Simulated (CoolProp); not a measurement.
A closed Brayton cycle with nitrogen: compressor inlet 318.15 K and 1.1 MPa, high pressure 2.4 MPa, turbine inlet 670 K, compressor efficiency 0.8, turbine efficiency 0.93, recuperator effectiveness 0.9 (on enthalpy, no pinch check). Each further row changes one setting.

Model: reference Helmholtz-energy equation of state, Span 2000, in CoolProp.

```tsv
case	thermal efficiency (%)	net work (kJ/kg)	compressor to turbine work	compressor exit (K)	turbine exit (K)
as stated	18.7	27.2	0.79	417.5	549.2
turbine inlet 620 K	13.2	___	___	417.5	507.3
compressor inlet 328.15 K	16.6	___	0.82	430.5	549.2
high pressure 2.04 MPa	20.6	25.8	0.76	___	___
recuperator effectiveness 0.5	13.5	27.2	0.79	417.5	549.2
```

Some entries are withheld; supply them.


- turbine inlet 620 K, net work (kJ/kg): 17.4
- turbine inlet 620 K, compressor to turbine work: 0.86
- compressor inlet 328.15 K, net work (kJ/kg): 23.9
- high pressure 2.04 MPa, compressor exit (K): 395.0
- high pressure 2.04 MPa, turbine exit (K): 572.5
